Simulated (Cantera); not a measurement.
Cantera run:

```python
import numpy as np
import cantera as ct

gas_names = """
    B BCL BCL2 BCL3 BH BH2 BH3 BO BOCL BO2 B2 B2O B2O2 B2O3 B3O3CL3 B3O3H3 CL CLO CL2 H HBO HBO2 HCL
    HOCL HO2 H2 H2O H2O2 H3B3O6 O OH O2 O3
""".split()
cond_names = """
    B(b) B(L) B2O3(L) B3O3H3(cr) H2O(s) H2O(L)
""".split()


# ... load() reads the species with a 1 bar reference pressure and builds the phases ...
atoms = {
    'BCl3': {'B': 1, 'CL': 3},
    'H2O': {'H': 2, 'O': 1},
}
top_T = {}  # K; cautious upper limits of use, not melting points


# ... equilibrate(T, P, feed) seeds the gas with the atoms and calls Mixture.equilibrate('TP', solver="vcs", rtol=1e-11, max_steps=5000) ...
results = []
feed = {'BCl3': 1, 'H2O': 0.31}  # mol
T = 998.15  # K
P = 1333.22  # Pa
mix = equilibrate(T, P, feed)
results.append((T, P, feed, dict(zip(mix.species_names, mix.species_moles))))
x = sorted(zip(gas.X, gas.species_names), reverse=True)
print(f"T = {T:g} K  P = {P:g} Pa  gas = {mix.phase_moles(0):.4g} mol")
print("   x: " + "  ".join(f"{s} {v:.3e}" for v, s in x if v > 0.0001))
print("   condensed (mol): " + ("  ".join(f"{mix.phase(i).name} {mix.phase_moles(i):.4g}"
      for i in range(1, mix.n_phases) if mix.phase_moles(i) > 1e-12) or "none"))
```

Result:

```
T = 998.15 K  P = 1333.22 Pa  gas = 1.413 mol
   x: BCL3 4.882e-01  HCL 4.387e-01  B3O3CL3 7.311e-02
   condensed (mol): none
```

These are equilibrium values from Cantera (NASA tables, ideal gas, pure condensed phases), not measurements of a reactor.
